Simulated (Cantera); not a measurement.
Cantera run:

```python
import numpy as np
import cantera as ct

gas_names = """
    H H2 N NH NH2 NH3 N2 N2H2 N2H4 Pb Pb2
""".split()
cond_names = """
    Pb(cr) Pb(L)
""".split()


def load(file, names, dense=False):
    # The tables refer to 1 bar. Condensed volumes are neglected.
    table = {s.name: s for s in ct.Species.list_from_file(file)}
    out = []
    for n in names:
        d = dict(table[n].input_data)
        d["thermo"] = dict(d["thermo"], **{"reference-pressure": 1e5})
        if dense:
            d["equation-of-state"] = {"model": "constant-volume", "density": "1e6 g/cm^3"}
        out.append(ct.Species.from_dict(d))
    return out


gas = ct.Solution(thermo="ideal-gas", species=load("nasa_gas.yaml", gas_names))
cond = {s.name: ct.Solution(thermo="fixed-stoichiometry", species=[s], name=s.name)
        for s in load("nasa_condensed.yaml", cond_names, dense=True)}
atoms = {
    'Pb': {'Pb': 1},
    'H2': {'H': 2},
    'N2': {'N': 2},
}
top_T = {}  # K; cautious upper limits of use, not melting points


def equilibrate(T, P, feed):
    n = {}
    for name, mol in feed.items():
        for a, k in atoms[name].items():
            n[a] = n.get(a, 0.0) + k * mol
    gas.TPX = T, P, n
    mass = sum(n.values()) * gas.mean_molecular_weight
    gas.equilibrate("TP")
    valid = [c for c in cond.values() if c.min_temp <= T <= top_T.get(c.name, c.max_temp)]
    mix = ct.Mixture([(gas, mass / gas.mean_molecular_weight)] + [(c, 0.0) for c in valid])
    mix.T, mix.P = T, P
    mix.equilibrate("TP", solver="vcs", rtol=1e-11, max_steps=5000)
    return mix


results = []
feed = {'Pb': 1, 'H2': 0.92, 'N2': 0.24}  # mol
T = 1150  # K
P = 140000  # Pa
mix = equilibrate(T, P, feed)
results.append((T, P, feed, dict(zip(mix.species_names, mix.species_moles))))
x = sorted(zip(gas.X, gas.species_names), reverse=True)
print(f"T = {T:g} K  P = {P:g} Pa  gas = {mix.phase_moles(0):.4g} mol")
print("   x: " + "  ".join(f"{s} {v:.3e}" for v, s in x if v > 1e-06))
print("   condensed (mol): " + ("  ".join(f"{mix.phase(i).name} {mix.phase_moles(i):.4g}"
      for i in range(1, mix.n_phases) if mix.phase_moles(i) > 1e-12) or "none"))
```

Result:

```
T = 1150 K  P = 140000 Pa  gas = 1.16 mol
   x: H2 7.929e-01  N2 2.068e-01  Pb 2.070e-04  NH3 1.096e-04
   condensed (mol): Pb(L) 0.9998
```

Method: chemical equilibrium by Gibbs-energy minimisation in Cantera with the NASA 1993 tables (ideal gas, pure condensed phases).
